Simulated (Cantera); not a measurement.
A perfectly stirred reactor is fed with CH4 : CO2 = 1 : 0.54 (molar parts), at 2.70 bar; it is held at 1300 K, and followed from long to short residence time.

Detailed kinetics in Cantera: GRI-Mech 3.0 (53 species, 325 reactions). GRI-Mech 3.0 stops at C3 and has no aromatics, soot or wall deposition, so with more carbon than oxygen in the feed, carbon stays in small species such as C2H2 where larger ones or solid carbon would form.

Question: Predict: x(CH4) at τ = 4.50 s; x(CO2) at τ = 4.50 s; x(H2O) at τ = 4.50 s; x(CH4) at τ = 13.0 ms; x(CO2) at τ = 13.0 ms; x(H2O) at τ = 13.0 ms.

Answer: 
- x(CH4) at τ = 4.50 s = 0.575
- x(CO2) at τ = 4.50 s = 0.325
- x(H2O) at τ = 4.50 s = 0.0117
- x(CH4) at τ = 13.0 ms = 0.649
- x(CO2) at τ = 13.0 ms = 0.351
- x(H2O) at τ = 13.0 ms = 3.51e-7
